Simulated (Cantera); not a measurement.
A Cantera script and its output.

```python
import numpy as np
import cantera as ct

gas = ct.Solution("gri30.yaml")


def delay(T, t_max=10):
    gas.TPX = T, 130000, {'CH4': 1, 'O2': 1.82, 'N2': 6.84, 'H2O': 0.63}
    reactor = ct.IdealGasReactor(gas, clone=False)
    net = ct.ReactorNet([reactor])
    net.rtol, net.atol = 1e-8, 1e-16
    while net.time < t_max:
        t_old, T_old = net.time, reactor.T
        net.step()
        if reactor.T > T + 400:  # ignition: a rise of 400 K
            return t_old + (T + 400 - T_old) / (reactor.T - T_old) * (net.time - t_old)
    return np.nan


taus = []
for T in [1298, 1373, 1448, 1523, 1598, 1673, 1748, 1823, 1898, 1973]:
    taus.append(delay(T))
    print(f"T0 = {T:6g} K   tau = {taus[-1]:.4e} s")
```

It prints:

```
T0 =   1298 K   tau = 1.1443e-02 s
T0 =   1373 K   tau = 4.5436e-03 s
T0 =   1448 K   tau = 1.9114e-03 s
T0 =   1523 K   tau = 8.5777e-04 s
T0 =   1598 K   tau = 4.1445e-04 s
T0 =   1673 K   tau = 2.1646e-04 s
T0 =   1748 K   tau = 1.2170e-04 s
T0 =   1823 K   tau = 7.2990e-05 s
T0 =   1898 K   tau = 4.6228e-05 s
T0 =   1973 K   tau = 3.0652e-05 s
```

Model: GRI-Mech 3.0 (53 species, 325 reactions), integrated in Cantera.
